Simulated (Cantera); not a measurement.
A Cantera script and what it prints.

```python
import numpy as np
import cantera as ct

gas_names = """
    C CN CO CO2 C2 CCN CNC C2N2 C2O C3 C3O2 C4 C4N2 C5 Cu CuO Cu2 N NCO NO NO2 NO3 N2 N2O O O2 O3
""".split()
cond_names = """
    C(gr) Cu(cr) Cu(L) CuO(s) Cu2O(s) Cu2O(L)
""".split()


def load(file, names, dense=False):
    # The tables refer to 1 bar. Condensed volumes are neglected.
    table = {s.name: s for s in ct.Species.list_from_file(file)}
    out = []
    for n in names:
        d = dict(table[n].input_data)
        d["thermo"] = dict(d["thermo"], **{"reference-pressure": 1e5})
        if dense:
            d["equation-of-state"] = {"model": "constant-volume", "density": "1e6 g/cm^3"}
        out.append(ct.Species.from_dict(d))
    return out


gas = ct.Solution(thermo="ideal-gas", species=load("nasa_gas.yaml", gas_names))
cond = {s.name: ct.Solution(thermo="fixed-stoichiometry", species=[s], name=s.name)
        for s in load("nasa_condensed.yaml", cond_names, dense=True)}
atoms = {
    'Cu': {'Cu': 1},
    'O2': {'O': 2},
    'N2': {'N': 2},
    'CO2': {'C': 1, 'O': 2},
}
top_T = {'C(gr)': 4500, 'CuO(s)': 1390}  # K; cautious upper limits of use, not melting points


def equilibrate(T, P, feed):
    n = {}
    for name, mol in feed.items():
        for a, k in atoms[name].items():
            n[a] = n.get(a, 0.0) + k * mol
    gas.TPX = T, P, n
    mass = sum(n.values()) * gas.mean_molecular_weight
    gas.equilibrate("TP")
    valid = [c for c in cond.values() if c.min_temp <= T <= top_T.get(c.name, c.max_temp)]
    mix = ct.Mixture([(gas, mass / gas.mean_molecular_weight)] + [(c, 0.0) for c in valid])
    mix.T, mix.P = T, P
    mix.equilibrate("TP", solver="vcs", rtol=1e-11, max_steps=5000)
    return mix


results = []
feed = {'Cu': 1, 'O2': 0.0084, 'N2': 150, 'CO2': 0.71}  # mol
T = 750  # K
P = 5000  # Pa
mix = equilibrate(T, P, feed)
results.append((T, P, feed, dict(zip(mix.species_names, mix.species_moles))))
print(gas.report(threshold=0.001))
for i in range(1, mix.n_phases):
    print(f"{mix.phase(i).name:16s} {mix.phase_moles(i):12.5e} mol")
```

Result:

```
       temperature   750 K
          pressure   5000 Pa
           density   0.022522 kg/m^3
  mean mol. weight   28.089 kg/kmol
   phase of matter   gas

                          1 kg             1 kmol
                     ---------------   ---------------
          enthalpy        4.1511e+05         1.166e+07  J
   internal energy        1.9311e+05        5.4245e+06  J
           entropy            8698.1        2.4432e+05  J/K
    Gibbs function       -6.1085e+06       -1.7158e+08  J
 heat capacity c_p            1109.4             31163  J/K
 heat capacity c_v            813.41             22848  J/K

                      mass frac. Y      mole frac. X     chem. pot. / RT
                     ---------------   ---------------   ---------------
               CO2          0.007381          0.004711           -98.781
                N2           0.99262           0.99529           -27.178
     [  +25 minor]        2.8327e-10        2.8407e-10

C(gr)             0.00000e+00 mol
Cu(cr)            9.66400e-01 mol
CuO(s)            0.00000e+00 mol
Cu2O(s)           1.68000e-02 mol
```

These are equilibrium values from Cantera (NASA tables, ideal gas, pure condensed phases), not measurements of a reactor.
